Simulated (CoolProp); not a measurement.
The numbers come from the reference Helmholtz-energy equation of state, Zhou 2012 in CoolProp.

Q: Give the vapour pressure (kPa), vapour Z, liquid conductivity (mW/(m K)) of saturated p-xylene at 336.3, 351.8 K.

A: 
```csv
T (K),p (kPa),vapour Z,liquid conductivity (mW/(m K))
336.3,7.88,0.992,117
351.8,14.8,0.988,113
```

Thermal conductivity comes from a separate model (Mylona 2014).
